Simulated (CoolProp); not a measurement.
The numbers come from the reference Helmholtz-energy equation of state, Zhou 2012 in CoolProp.

For p-xylene, give the phase and the Z, isothermal compressibility (1/MPa), expansivity (1/kK), viscosity (µPa s) at 620 K and 9.81 bar; 620 K and 19.6 bar; 620 K and 49 bar.


- 620 K and 9.81 bar: gas; Z 0.891, isothermal compressibility 1.15, expansivity 2.34, viscosity 13.5
- 620 K and 19.6 bar: gas; Z 0.765, isothermal compressibility 0.698, expansivity 3.89, viscosity 14.2
- 620 K and 49 bar: supercritical; Z 0.224, isothermal compressibility 0.0791, expansivity 8.35, viscosity 61.4

Viscosity comes from a separate model (Balogun 2015).
